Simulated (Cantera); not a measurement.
Input: 1 mol CCl4, 0.51 mol HCl, 7.5 mol H2, held at 0.00750 Torr.

Method: chemical equilibrium by Gibbs-energy minimisation in Cantera with the NASA 1993 tables (ideal gas, pure condensed phases). Candidate condensed phases: C, C6H6, C7H8, C8H18; 91 gas species. Equilibrium is a limit: real reactors are often held back by kinetics, nucleation or transport. All values below are at 3000 °C.

Base state: H 0.738, Cl 0.215, C 0.0475, H2 4.69e-5, C2 3.60e-5, HCl 2.03e-5 (mole fractions); condensed: gas only.

Problem. What changes in the equilibrium state with this change: 0.023 mol HF added?

Solution. 
| species | before | after |
|---|---|---|
| H | 0.738 | 0.737 |
| Cl | 0.215 | 0.214 |
| C | 0.0475 | 0.0474 |
| F | 0 | 0.00108 |
| C2 | 3.60e-5 | 3.59e-5 |
| HCl | 2.03e-5 | 2.03e-5 |
| H2 | 4.69e-5 | 4.68e-5 |
